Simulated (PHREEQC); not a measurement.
Make-up at 25 °C: 0.0039 mol TMAH and 0.00012 mol Na2SiO3 per kg of water. Closed to the air; pH follows from the charge balance.

Equilibrium calculation in PHREEQC: ion-association model, phreeqc.dat.

Task: The ionic strength comes out as 0.00414 mol/kgw. What activity coefficients do OH-, H2SiO4-2, H3SiO4-, Na+ get?

Result: OH- 0.93, H2SiO4-2 0.76, H3SiO4- 0.93, Na+ 0.93.

This is a speciation only: nothing precipitates in the calculation. Species that the database lacks are ignored. (CH3)4N+ isn't in the database: it is added as a free cation with an ion size of 4 Å.
